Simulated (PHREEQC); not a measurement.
0.059 g of hydrous ferric oxide (600 m²/g; 0.2 weak and 0.005 strong sites per Fe, Dzombak-Morel constants, diffuse double layer) in 1 kg of water with 0.3 mol/kgw of an inert sodium salt and 0.00036 mol SrCl2, at 25 °C; the pH is set by adding NaOH or the inert anion's acid. Oxygen alone is held at its pressure in air (log pO2 = -0.68). CO2 from the air is kept out. No solid was allowed to form.

Base run: PHREEQC, ion-association model, wateq4f.dat. Each further column changes one thing. The table gives surface charge σ (C/m²).

```tsv
pH	base	background salt from 0.3 to 0.03 mol/kgw	oxide from 0.059 to 0.29 g/kgw
3	0.368	?	0.368
3.75	0.357	0.298	0.358
4.5	0.318	?	0.318
4.88	0.282	?	0.282
5.62	0.197	0.102	0.197
6.38	0.117	0.054	0.117
7.12	0.059	?	0.059
7.5	0.036	0.015	0.036
8.25	-0.003	-0.001	-0.003
9	-0.038	-0.013	-0.039
```

Question: Complete the blanks.

Answer: 
- 3, background salt from 0.3 to 0.03 mol/kgw: 0.350
- 4.5, background salt from 0.3 to 0.03 mol/kgw: 0.214
- 4.88, background salt from 0.3 to 0.03 mol/kgw: 0.172
- 7.12, background salt from 0.3 to 0.03 mol/kgw: 0.025

The oxide is taken as insoluble; below pH 4 it would dissolve.
